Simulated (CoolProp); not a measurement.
Fluorine along the isotherm -55.15 °C: Z from the reference equation and from simpler models built on Tc = -128.7 °C, pc = 5.240 MPa, ω = 0.045; each cubic takes its own stable root.

The numbers come from the reference Helmholtz-energy equation of state, de Reuck 1990 in CoolProp.

```tsv
p (MPa)	phase	reference
0.0632	gas	0.9990
0.107	gas	0.9983
0.18	gas	0.9971
0.304	gas	0.9951
0.513	gas	0.9917
0.866	gas	0.9859
1.46	gas	0.9760
2.47	gas	0.9593
4.16	gas	0.9320
7.02	supercritical	0.8904
11.9	supercritical	0.8344
20	supercritical	0.8075
```

### Question
How far does each simpler model (van der Waals, Redlich-Kwong, Soave-Redlich-Kwong, Peng-Robinson) lie from the reference over these 12 states: mean and median of the absolute difference, and the worst?

### Answer
- van der Waals: mean 1.5 %, median 0.4 %, worst -6.7 % at -55.15 °C and 11.9 MPa
- Redlich-Kwong: mean 0.3 %, median 0.2 %, worst -1.2 % at -55.15 °C and 11.9 MPa
- Soave-Redlich-Kwong: mean 0.5 %, median 0.0 %, worst +3.6 % at -55.15 °C and 20 MPa
- Peng-Robinson: mean 1.0 %, median 0.5 %, worst -2.8 % at -55.15 °C and 11.9 MPa
